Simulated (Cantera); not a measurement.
What does this Cantera script print?

```python
import numpy as np
import cantera as ct

gas = ct.Solution("gri30.yaml")
gas.TPX = 600, 100000, {'C3H8': 1, 'O2': 4.17, 'N2': 15.7}
flame = ct.FreeFlame(gas, width=0.04)
flame.set_refine_criteria(ratio=3, slope=0.08, curve=0.16)
flame.transport_model = "unity-Lewis-number"
flame.solve(loglevel=0, auto=True)
z, T = flame.grid, flame.T
thick = (T[-1] - T[0]) / np.gradient(T, z).max()
show = ['C3H8', 'O2', 'CH2CO', 'CH2O', 'CH2', 'OH']
print(f"laminar burning velocity  {flame.velocity[0] * 100:.3f} cm/s")
print(f"burnt temperature         {T[-1]:.1f} K")
print(f"thermal thickness         {thick * 1e3:.4f} mm")
print(f"grid points               {len(z)}")
z0 = z[flame.heat_release_rate.argmax()]
print(f"{'z/mm':>9s}{'T/K':>9s}{'u/(m/s)':>9s}" + "".join(f"{s:>11s}" for s in show))
rows = []
for k in (-3, -2, -1.5, -1, -0.5, -0.25, 0, 0.25, 0.5, 1, 2, 4, 8):
    zz = z0 + k * thick
    rows.append([k * thick, np.interp(zz, z, T), np.interp(zz, z, flame.velocity),
                 *(np.interp(zz, z, flame.X[gas.species_index(s)]) for s in show)])
    print(f"{rows[-1][0] * 1e3:9.3f}{rows[-1][1]:9.1f}{rows[-1][2]:9.3f}" + "".join(f"{x:11.3e}" for x in rows[-1][3:]))
```

Result:

```
laminar burning velocity  98.795 cm/s
burnt temperature         2385.0 K
thermal thickness         0.3293 mm
grid points               139
     z/mm      T/K  u/(m/s)       C3H8         O2      CH2CO       CH2O        CH2         OH
   -0.988    600.3    0.988  4.790e-02  1.998e-01  3.422e-07  7.477e-07  1.602e-18  2.033e-12
   -0.659    603.0    0.993  4.778e-02  1.994e-01  3.423e-06  7.460e-06  1.288e-15  1.795e-10
   -0.494    614.4    1.013  4.724e-02  1.980e-01  1.653e-05  3.571e-05  1.314e-13  3.840e-09
   -0.329    686.5    1.139  4.385e-02  1.890e-01  9.985e-05  2.068e-04  3.891e-11  1.169e-07
   -0.165   1075.1    1.850  2.522e-02  1.388e-01  5.663e-04  9.728e-04  9.031e-08  9.036e-06
   -0.082   1477.9    2.644  7.613e-03  8.670e-02  9.888e-04  1.204e-03  1.474e-05  3.167e-04
    0.000   1867.6    3.437  1.574e-04  3.794e-02  5.610e-04  4.068e-04  8.846e-05  3.409e-03
    0.082   2013.7    3.721  9.104e-08  1.726e-02  5.995e-05  3.604e-05  1.775e-05  7.928e-03
    0.165   2052.9    3.787  1.940e-11  1.198e-02  2.834e-06  1.662e-06  9.039e-07  9.375e-03
    0.329   2098.5    3.859  2.610e-17  9.355e-03  6.897e-09  4.429e-09  2.200e-09  9.513e-03
    0.659   2158.0    3.950  3.390e-24  7.480e-03  1.203e-12  5.020e-10  4.215e-13  8.969e-03
    1.317   2228.2    4.055  9.424e-35  5.444e-03  3.891e-17  4.744e-10  4.547e-15  7.888e-03
    2.634   2294.0    4.154  2.833e-41  3.450e-03  4.053e-17  4.506e-10  4.263e-15  6.394e-03
```

Computed with Cantera and GRI-Mech 3.0 (53 species, 325 reactions). GRI-Mech 3.0 was tuned for natural gas; its chemistry of propane as a main component is partial and can be far from experiment. Unity Lewis numbers drop preferential diffusion, which matters most where H2 and H carry the flame. Burning velocities carry a grid error of a few per cent, more on coarse grids.
